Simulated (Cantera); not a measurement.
Input (Python, Cantera) and output of one run.

```python
import numpy as np
import cantera as ct

gas_names = [...]  # 116 gases of nasa_gas.yaml made of C, H, Mg, O
cond_names = """
    C(gr) C6H6(L) C7H8(L) C8H18(L),n-octa H2O(s) H2O(L) Mg(cr) Mg(L) MgCO3(s) MgO(s) MgO(L) MgO2H2(s)
""".split()


# ... load() reads the species with a 1 bar reference pressure and builds the phases ...
atoms = {
    'MgO': {'Mg': 1, 'O': 1},
    'CO': {'C': 1, 'O': 1},
    'H2': {'H': 2},
}
top_T = {'C(gr)': 4500}  # K; cautious upper limits of use, not melting points


# ... equilibrate(T, P, feed) seeds the gas with the atoms and calls Mixture.equilibrate('TP', solver="vcs", rtol=1e-11, max_steps=5000) ...
results = []
feed = {'MgO': 1, 'CO': 5.5, 'H2': 1.2}  # mol
T = 2400  # K
P = 54000  # Pa
mix = equilibrate(T, P, feed)
results.append((T, P, feed, dict(zip(mix.species_names, mix.species_moles))))
print(gas.report(threshold=0.001))
for i in range(1, mix.n_phases):
    print(f"{mix.phase(i).name:16s} {mix.phase_moles(i):12.5e} mol")
```

Output:

```
       temperature   2400 K
          pressure   54000 Pa
           density   0.06435 kg/m^3
  mean mol. weight   23.779 kg/kmol
   phase of matter   gas

                          1 kg             1 kmol
                     ---------------   ---------------
          enthalpy       -7.8214e+05       -1.8599e+07  J
   internal energy       -1.6213e+06       -3.8553e+07  J
           entropy             11097        2.6387e+05  J/K
    Gibbs function       -2.7415e+07       -6.5189e+08  J
 heat capacity c_p            1540.3             36626  J/K
 heat capacity c_v            1190.6             28312  J/K

                      mass frac. Y      mole frac. X     chem. pot. / RT
                     ---------------   ---------------   ---------------
                CO           0.91693           0.77843           -34.745
               CO2          0.025857          0.013971           -57.333
                 H        0.00035796         0.0084445           -11.288
                H2          0.012902           0.15219           -22.576
               H2O           0.01223          0.016143           -45.163
                Mg          0.030796           0.03013           -17.651
     [ +110 minor]        0.00092798        0.00069572

C(gr)             0.00000e+00 mol
Mg(L)             0.00000e+00 mol
MgO(s)            7.87231e-01 mol
```

Cantera equilibrium calculation (NASA polynomials, part measured and part estimated; ideal gas, pure solids and liquids). The tables' values for MgH are old estimates; treat these amounts as uncertain.
